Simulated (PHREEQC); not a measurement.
1 kg of water holding 0.029 mol KCl, 0.25 mol Na2SO4, 0.0046 mol Na2CO3 and 0.066 mol NaHCO3 is evaporated at 25 °C; the solids stay in contact with the brine. No CO2 enters from the air. The run lets Arcanite, Burkeite, Glaserite, Halite, Kalicinite, Mirabilite, Misenite, Nahcolite, Natron, Sylvite, Thenardite, Trona precipitate or redissolve, and no other solid.

Computed with PHREEQC (Pitzer model, pitzer.dat).

```tsv
water left (kg)	ionic strength	water activity	Thenardite (mol)	Mirabilite (mol)	Nahcolite (mol)	Glaserite (mol)	Trona (mol)	pH
1	0.859	0.987	0	0	0	0	0	8.55
0.5552	1.55	0.978	0	0	0	0	0	8.46
0.375	2.29	0.969	0	0	0	0	0	8.39
0.2082	4.13	…	0	0	0	0	0	…
0.1156	7.43	…	0	0	0	0	0	8.20
0.03587	…	0.860	0	0.157	0.0398	0	0	…
0.01523	11.0	0.805	0.0450	0.156	0.0580	0.00513	0	9.09
0.01523	11.0	0.805	0.152	0.0491	0.0580	0.00513	0	9.09
0.01337	10.7	0.800	0.207	0	0.0594	0.00571	0	9.16
0.009026	10.1	0.775	…	0	0.0627	0.00697	0	9.40
0.004908	9.27	0.721	0.230	0	0.0622	0.00790	0.00281	9.38
```

Complete the blanks.


- 0.2082, water activity: 0.947
- 0.2082, pH: 8.29
- 0.1156, water activity: 0.905
- 0.03587, ionic strength: 9.69
- 0.03587, pH: 8.60
- 0.009026, Thenardite (mol): 0.221
